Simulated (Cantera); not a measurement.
Ignition delay

Mixture: C₃H₈ : O₂ : N₂ : CO₂ = 1 : 4.17 : 21.2 : 6.9 (molar parts), at 0.355 atm, adiabatic and at constant volume. Ignition delay is the time to a rise of 400 K.

Model: GRI-Mech 3.0 (53 species, 325 reactions), integrated in Cantera. GRI-Mech 3.0 was tuned for natural gas; its chemistry of propane as a main component is partial and can be far from experiment.

```tsv
T0 (K)	delay (ms)
1400	0.595
1475	0.270
1550	0.145
1625	0.0881
1700	0.0592
```

The apparent activation energy between 1550 and 1700 K is 130 kJ/mol.
